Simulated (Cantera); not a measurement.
# Silicon carbide growth: (CH3)2SiCl2 + CH4 + H2

Feed: 1 mol (CH3)2SiCl2, 0.022 mol CH4, 520 mol H2, at 1025 °C and 0.120 bar.

Cantera equilibrium calculation (NASA polynomials, part measured and part estimated; ideal gas, pure solids and liquids). Candidate condensed phases: C, C6H6, C7H8, C8H18, Si, SiC; 109 gas species. The feed counts by its element totals alone. Equilibrium is a limit: real reactors are often held back by kinetics, nucleation or transport.

```yaml
x(H2): 0.995
x(HCl): 0.00382
x(CH4): 0.000946
x(H): 3.09e-6
n(C(graphite)): 0.526 mol
n(SiC(s)): 1.000 mol
gas_amount: 523.5 mol
log10 activity of Si(s) (absent): -2.53
```
